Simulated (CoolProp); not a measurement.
Ethanol at 298.15 K and 0.00426 MPa flows at 0.38 m/s in a round tube of 2 mm bore and 1.5 µm roughness, fully developed (64/Re and Nu = 3.66 if laminar; Colebrook and Gnielinski if turbulent). Each further row changes one setting.

The numbers come from the reference Helmholtz-energy equation of state, Schroeder 2014 in CoolProp.

| case | Reynolds number | Darcy friction factor | pressure drop (Pa/m) | heat-transfer coefficient (W/(m² K)) | mass flow (kg/h) |
|---|---|---|---|---|---|
| as stated | 6.88 | [?] | 26.7 | 27.8 | 0.000341 |
| velocity 0.76 m/s | 13.8 | 4.65 | [?] | 27.8 | 0.000683 |
| diameter 4 mm | 13.8 | 4.65 | [?] | [?] | [?] |

Task: What belongs in the gaps?

Result: 
- as stated, Darcy friction factor: 9.31
- velocity 0.76 m/s, pressure drop (Pa/m): 53.4
- diameter 4 mm, pressure drop (Pa/m): 6.67
- diameter 4 mm, heat-transfer coefficient (W/(m² K)): 13.9
- diameter 4 mm, mass flow (kg/h): 0.00137

Viscosity comes from a separate model (Kiselev 2005). Thermal conductivity comes from a separate model (Assael 2013).
